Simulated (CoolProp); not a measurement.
A single-stage vapour-compression cycle with the fluid: evaporating at 224.15 K (dew point), condensing at 279.15 K (bubble point), superheat 10 K, subcooling 5 K, compressor efficiency 0.9, no pressure losses. The same conditions are run with several fluids, on thermodynamics alone (safety and materials aside).

Values from CoolProp's reference Helmholtz-energy equation of state of each fluid (ethane: Bücker 2006; R115: Lemmon 2016; R125: Lemmon 2005; dimethyl ether: Wu 2011; R134a: Tillner-Roth 1994; vinyl chloride: Thol 2022).

```
fluid           cooling COP  pressure ratio  discharge temperature (K)  refrigerating effect (kJ/kg)  volumetric capacity (kJ/m³)
--------------  -----------  --------------  -------------------------  ----------------------------  ---------------------------
ethane                 2.60            4.81                      322.2                           295                         2890
R115                   2.85            8.29                      288.1                          86.9                          453
R125                   2.85            8.33                      298.6                           113                          697
dimethyl ether         3.07            10.6                      330.6                           392                          291
R134a                  3.02            11.6                      313.2                           174                          290
vinyl chloride         3.05            11.7                      358.8                           317                          187
```
